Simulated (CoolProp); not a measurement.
Vapour-liquid equilibrium of dimethyl ether (1) + methanol (2) at 242.6 K; x and y are mole fractions of (1).

Computed with CoolProp (multi-fluid Helmholtz-energy mixture model, Wu 2011 and de Reuck 1993; pair parameters Bell 2016).

| x | bubble pressure (MPa) | y at the bubble point | dew pressure at overall composition x (MPa) | liquid density (mol/L) |
|---|---|---|---|---|
| 0.05 | 0.01032 | 0.958 | 0.0004746 | 25.51 |
| 0.15 | 0.02635 | 0.984 | (withheld) | 24.25 |
| 0.25 | 0.03799 | 0.990 | 0.0006006 | 23.07 |
| 0.35 | 0.04621 | 0.992 | 0.0006926 | 21.97 |
| 0.45 | 0.05203 | 0.993 | 0.0008180 | (withheld) |
| 0.55 | 0.05643 | 0.994 | 0.0009989 | 19.95 |
| 0.65 | 0.06022 | 0.994 | (withheld) | 19.02 |
| 0.75 | 0.06411 | 0.995 | (withheld) | 18.14 |
| 0.85 | 0.06873 | 0.996 | 0.002974 | (withheld) |
| 0.95 | 0.07465 | (withheld) | 0.008735 | (withheld) |

Problem. Fill in the missing entries.

Solution. 
- 0.15, dew pressure at overall composition x (MPa): 0.0005302
- 0.45, liquid density (mol/L): 20.93
- 0.65, dew pressure at overall composition x (MPa): 0.001283
- 0.75, dew pressure at overall composition x (MPa): 0.001792
- 0.85, liquid density (mol/L): 17.31
- 0.95, y at the bubble point: 0.998
- 0.95, liquid density (mol/L): 16.51

No azeotrope shows between x = 0.05 and 0.95.

Pair parameters are fitted to limited data, so mixtures are less certain than the pure fluids. With so large a gap from Raoult's law the liquid may split in two, which this calculation doesn't test in full.
